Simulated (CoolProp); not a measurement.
n-pentane along the isobar 2.76 MPa: Z from the reference equation and from simpler models built on Tc = 469.7 K, pc = 3.368 MPa, ω = 0.251; each cubic takes its own stable root.

Computed with CoolProp (reference Helmholtz-energy equation of state, Thol 2019).

```tsv
T (K)	phase	reference
327.2	liquid	0.1229
349.7	liquid	0.1199
372.2	liquid	0.1181
394.8	liquid	0.1178
417.3	liquid	0.1195
439.8	liquid	0.1255
462.3	gas	0.5616
484.9	gas	0.6812
507.4	gas	0.7480
529.9	gas	0.7942
552.4	gas	0.8289
575	gas	0.8562
597.5	gas	0.8781
620	gas	0.8961
```

Problem. How far does each simpler model (van der Waals, Redlich-Kwong, Peng-Robinson) lie from the reference over these 14 states: mean and median of the absolute difference, and the worst?

Solution. 
- van der Waals: mean 29.3 %, median 7.9 %, worst +67.3 % at 439.8 K and 2.76 MPa
- Redlich-Kwong: mean 8.8 %, median 3.3 %, worst +25.7 % at 439.8 K and 2.76 MPa
- Peng-Robinson: mean 2.3 %, median 2.0 %, worst +6.4 % at 439.8 K and 2.76 MPa
